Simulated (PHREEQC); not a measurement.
Silver or lead bath: speciation

Make-up at 25 °C: 0.0115 mol Pb(NO3)2, 0.00115 mol NaNO3 and 6e-05 mol Na2SO4 per kg of water. Closed to the air; pH follows from the charge balance.

Model: ion-association model, phreeqc.dat, run in PHREEQC.

- pH = 4.92
- ionic strength = 0.0324 mol/kgw

| species | molality | activity | log γ |
|---|---|---|---|
| NO3- | 0.0225 | 0.0188 | -0.078 |
| Pb+2 | 0.00980 | 0.00501 | -0.291 |
| PbNO3+ | 0.00165 | 0.00139 | -0.073 |
| Na+ | 0.00127 | 0.00108 | -0.071 |
| PbSO4 | 3.55e-5 | 3.57e-5 | 0.003 |
| SO4-2 | 2.44e-5 | 1.27e-5 | -0.285 |
| H+ | 1.38e-5 | 1.20e-5 | -0.060 |
| PbOH+ | 9.64e-6 | 8.15e-6 | -0.073 |
| Pb2OH+3 | 4.13e-6 | 9.14e-7 | -0.655 |
| NaSO4- | 8.04e-8 | 6.85e-8 | -0.070 |
| HSO4- | 1.75e-8 | 1.48e-8 | -0.073 |
| Pb(SO4)2-2 | 4.65e-9 | 2.38e-9 | -0.291 |
| OH- | 1.01e-9 | 8.44e-10 | -0.076 |

This is a speciation only: nothing precipitates in the calculation. Examples of supersaturated solids here: Anglesite. Others may be too.
